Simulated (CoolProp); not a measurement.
Vapour pressure (MPa) of n-decane: the reference equation beside estimates from Tc = 617.7 K, pc = 2.101 MPa, ω = 0.488. Clausius-Clapeyron is anchored at 396.4 K with a constant enthalpy of vaporisation of 43.69 kJ/mol.

Computed with CoolProp (reference Helmholtz-energy equation of state, Lemmon 2006). It is a short technical equation, of lower accuracy than the large ones.

| T (K) | reference | Lee-Kesler | Clausius-Clapeyron | van der Waals | Redlich-Kwong | Soave-Redlich-Kwong | Peng-Robinson |
|---|---|---|---|---|---|---|---|
| 396.4 | 0.02259 | 0.02229 | 0.02259 | 0.2663 | 0.08431 | 0.02232 | 0.02295 |
| 401.8 | 0.02709 | 0.02679 | 0.02699 | 0.2866 | 0.09578 | … | 0.02747 |
| 407.2 | 0.03230 | … | 0.03210 | 0.3079 | 0.1084 | … | 0.03270 |
| 412.6 | 0.03829 | 0.03802 | 0.03801 | 0.3302 | 0.1222 | 0.03802 | … |
| 418 | 0.04514 | 0.04491 | 0.04480 | … | 0.1372 | 0.04489 | 0.04557 |
| 423.4 | 0.05295 | 0.05277 | 0.05259 | 0.3781 | 0.1535 | 0.05274 | 0.05339 |
| 428.8 | 0.06180 | 0.06169 | 0.06149 | 0.4036 | … | 0.06166 | 0.06225 |
| 434.1 | 0.07160 | 0.07157 | 0.07141 | 0.4298 | 0.1900 | 0.07154 | 0.07206 |
| 439.5 | 0.08281 | 0.08289 | 0.08286 | 0.4575 | 0.2105 | 0.08287 | 0.08329 |

Task: What belongs in the gaps?

Result: 
- 401.8, Soave-Redlich-Kwong: 0.02681
- 407.2, Lee-Kesler: 0.03201
- 407.2, Soave-Redlich-Kwong: 0.03202
- 412.6, Peng-Robinson: 0.03870
- 418, van der Waals: 0.3536
- 428.8, Redlich-Kwong: 0.1712

Absolute difference from the reference over all 9 rows, mean and median: Lee-Kesler 0.6 and 0.5 %, Clausius-Clapeyron 0.4 and 0.5 %, van der Waals 717.3 and 683.3 %, Redlich-Kwong 208.0 and 203.9 %, Soave-Redlich-Kwong 0.6 and 0.6 %, Peng-Robinson 1.0 and 1.0 %.
